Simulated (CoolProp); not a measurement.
Model: reference Helmholtz-energy equation of state, Gao 2022, in CoolProp.

Problem. Give the vapour pressure (kPa), enthalpy of vaporisation (kJ/kg), liquid cp (kJ/(kg K)) of saturated n-perfluoropentane at 345.1 K.

Solution. 
```json
[
 {"T (K)": "345.1", "p (kPa)": "386", "enthalpy of vaporisation (kJ/kg)": "76.1", "liquid cp (kJ/(kg K))": "1.15"}
]
```
